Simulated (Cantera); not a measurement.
A perfectly stirred reactor is fed with CH₄ : C₂H₆ : C₃H₈ : O₂ : N₂ : H₂O = 1 : 0.47 : 0.096 : 2.58 : 9.69 : 0.47 (molar parts), equivalence ratio 1.6, at 3750 Torr; it is adiabatic with a 375 K inlet, and is followed from long to short residence time, starting on the burning branch (τ in s: 0.021, 0.014, 0.0087, 0.0055, 0.0035, 0.0022, 0.0014, 0.0009, 0.00057, 0.00036, 0.00023, 0.00015, 9.3e-05).

Model: GRI-Mech 3.0 (53 species, 325 reactions), integrated in Cantera.

x: mole fraction; the columns are a selection and need not sum to one.

```tsv
τ (s)	T (K)	x CH₄	x C₂H₆	x C₃H₈	x HCO	x CO₂
0.021	1903	0.00590	1.11e-5	3.87e-7	5.51e-8	0.0462
0.014	1903	0.00648	1.59e-5	5.70e-7	6.88e-8	0.0465
0.0087	1901	0.00713	2.42e-5	9.03e-7	9.28e-8	0.0465
0.0055	1897	0.00773	?	?	?	0.0462
0.0035	1889	0.00830	5.48e-5	2.26e-6	1.81e-7	0.0455
0.0022	1876	0.00889	8.48e-5	3.72e-6	2.64e-7	0.0443
0.0014	1856	0.00955	0.000133	6.25e-6	3.90e-7	0.0423
0.00090	1826	0.0104	0.000219	1.11e-5	5.89e-7	0.0395
0.00057	1770	0.0121	0.000418	2.36e-5	9.62e-7	0.0346
0.00036	375	0.0699	0.0329	0.00671	<1e-12	<1e-12
0.00023	375	0.0699	0.0329	0.00671	<1e-12	<1e-12
0.00015	375	0.0699	0.0329	0.00671	<1e-12	<1e-12
9.3e-5	375	0.0699	0.0329	0.00671	<1e-12	<1e-12
```

Problem. What belongs in the gaps?

Solution. 
- 0.0055, x C₂H₆: 3.63e-5
- 0.0055, x C₃H₈: 1.42e-6
- 0.0055, x HCO: 1.28e-7
